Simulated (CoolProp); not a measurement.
2000 sccm (0 °C, 1 atm) of nitrogen bubbles through liquid ethylbenzene at 347.4 K and leaves saturated at a total pressure of 0.0242 MPa (ideal gas phase). Each further row changes one setting.

Model: reference Helmholtz-energy equation of state, Zhou 2012, in CoolProp.

```tsv
case	vapour pressure (kPa)	mole fraction of vapour	delivery (mg/min)	delivery (sccm)	change of delivery for a bath 1 K warmer (%)
as stated	13.4	0.554	11800	2490	9.5
bath temperature 352.4 K	16.3	0.674	19600	4130	13
total pressure 0.0484 MPa	13.4	0.277	3630	767	5.7
```
